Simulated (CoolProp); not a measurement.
A single-stage vapour-compression cycle with the fluid: evaporating at 269.15 K (dew point), condensing at 335.15 K (bubble point), superheat 10 K, subcooling 5 K, compressor efficiency 0.6, no pressure losses. The same conditions are run with several fluids, on thermodynamics alone (safety and materials aside).

The numbers come from the reference Helmholtz-energy equation of state of each fluid (propylene: Lemmon 2013; n-perfluorobutane: Gao 2022; R507A: Lemmon 2003; R1224YDZ: Akasaka 2023; neopentane: Lemmon 2006; propane: Lemmon 2009) in CoolProp. Blends and air are pseudo-pure fits.

Problem. Rank propylene, n-perfluorobutane, R507A, R1224YDZ, neopentane, propane by cooling COP, highest first.

Solution. R1224YDZ (1.86), neopentane (1.78), propane (1.68), propylene (1.66), R507A (1.37), n-perfluorobutane (1.22)

```csv
fluid,pressure ratio,discharge temperature (K),refrigerating effect (kJ/kg),volumetric capacity (kJ/m³)
propylene,5.09,383.0,235,2440
n-perfluorobutane,8.09,335.1,36.4,363
R507A,5.61,368.0,80.2,2140
R1224YDZ,10.1,363.5,115,348
neopentane,8.00,349.6,200,386
propane,5.26,373.2,229,2000
```

The compression ends wet for: n-perfluorobutane.
